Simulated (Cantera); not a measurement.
Feed: 1 mol SiF4, 0.11 mol O3, held at 1775 K and 0.308 Torr.

Method: chemical equilibrium by Gibbs-energy minimisation in Cantera with the NASA 1993 tables (ideal gas, pure condensed phases). Candidate condensed phases: Si, SiO2; 17 gas species. The tables' values for SiF3 are old estimates; treat these amounts as uncertain. Kinetics and transport are ignored.

Base state: SiF4 0.856, O2 0.141, O 0.00177, F 0.000804, SiF3 0.000781 (mole fractions); condensed: gas only.

Q: What changes in the equilibrium state with this change: O3 from 0.11 to 0.19 mol?

A: 
```json
[
 {"species": "SiF4", "before": "0.856", "after": "0.776"},
 {"species": "O2", "before": "0.141", "after": "0.220"},
 {"species": "O", "before": "0.00177", "after": "0.00222"},
 {"species": "SiF3", "before": "0.000781", "after": "0.000738"},
 {"species": "F", "before": "0.000804", "after": "0.000771"}
]
```

Q: What changes in the equilibrium state with this change: temperature from 1775 K to 1450 K?

A: 
```
species    before    after
-------  --------  -------
SiF4        0.856    0.858
O2          0.141    0.142
O         0.00177  3.73e-5
SiF3     0.000781  6.00e-6
F        0.000804  1.01e-5
```
